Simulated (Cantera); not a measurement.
Feed: 1 mol Al₂O₃, 62 mol H₂, held at 0.00400 bar.

Cantera equilibrium calculation (NASA polynomials, part measured and part estimated; ideal gas, pure solids and liquids). Candidate condensed phases: Al, Al₂O₃, H₂O; 19 gas species. The tables' values for AlOH are old estimates; treat these amounts as uncertain. Equilibrium is a limit: real reactors are often held back by kinetics, nucleation or transport.

x: gas mole fraction; n: condensed amount in mol.

| T (K) | x H₂ | x H | x H₂O | x Al | n Al₂O₃(s) |
|---|---|---|---|---|---|
| 1775 | 0.995 | 0.00457 | 7.57e-5 | (withheld) | 0.998 |
| 1825 | 0.993 | 0.00694 | 0.000134 | (withheld) | 0.997 |
| 1875 | 0.989 | 0.0103 | 0.000232 | (withheld) | 0.995 |
| 1925 | 0.984 | 0.0150 | 0.000387 | (withheld) | 0.991 |
| 1975 | 0.978 | 0.0214 | 0.000630 | (withheld) | 0.985 |
| 2025 | 0.968 | 0.0299 | 0.000998 | (withheld) | 0.976 |
| 2075 | 0.956 | 0.0412 | 0.00154 | (withheld) | 0.963 |
| 2125 | 0.940 | 0.0557 | 0.00233 | (withheld) | 0.942 |
| 2175 | 0.920 | 0.0740 | 0.00344 | (withheld) | 0.913 |

Task: Complete the blanks.

Result: 
- 1775, x Al: 4.25e-5
- 1825, x Al: 7.46e-5
- 1875, x Al: 0.000127
- 1925, x Al: 0.000209
- 1975, x Al: 0.000335
- 2025, x Al: 0.000524
- 2075, x Al: 0.000799
- 2125, x Al: 0.00119
- 2175, x Al: 0.00173
